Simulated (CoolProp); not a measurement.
Computed with CoolProp (reference Helmholtz-energy equation of state, Thol 2015).

Question: For octamethylcyclotetrasiloxane (D4), give the phase and the density (kg/m³), cp (kJ/(kg K)), expansivity (1/kK), fugacity coefficient at 212.55 °C and 1.83 MPa; 222.15 °C and 1.83 MPa.

Answer: 
- 212.55 °C and 1.83 MPa: liquid; density 723, cp 2.08, expansivity 2.04, fugacity coefficient 0.133
- 222.15 °C and 1.83 MPa: liquid; density 709, cp 2.10, expansivity 2.16, fugacity coefficient 0.158
